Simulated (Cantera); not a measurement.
# Si + Cl2 + H2 (chlorosilane synthesis and conversion)

Feed: 1 mol Si, 0.61 mol Cl2, 9.6 mol H2, equilibrated at 1 atm.

Equilibrium computed with Cantera from the NASA thermochemical tables; the gas is ideal and each condensed phase is pure. Candidate condensed phases: Si; 19 gas species. The tables' values for SiCl3 are old estimates; treat these amounts as uncertain. Rates play no part.

```tsv
T (K)	x H2	x HCl	x SiCl4	x SiHCl3	x SiCl2	n Si(s)
873	0.963	0.00222	0.0175	0.0162	6.48e-6	0.653
948	0.961	0.00478	0.0172	0.0156	3.61e-5	0.661
1023	0.958	0.00910	0.0165	0.0147	0.000154	0.672
1098	0.953	0.0156	0.0152	0.0135	0.000521	0.689
1173	0.946	0.0246	0.0132	0.0118	0.00145	0.709
1248	0.938	0.0355	0.0104	0.00971	0.00337	0.731
1323	0.928	0.0471	0.00721	0.00720	0.00654	0.749
1398	0.919	0.0575	0.00420	0.00471	0.0106	0.762
1473	0.912	0.0649	0.00205	0.00271	0.0145	0.768
```
x: gas mole fraction; n: condensed amount in mol.

From 873 K to 1473 K the condensed part is Si(s). The main Si-bearing gas is SiCl4 at 873 K and SiCl2 at 1473 K. The share of Si in condensed phases is highest at 1473 K (76.8 %) and lowest at 873 K (65.3 %).
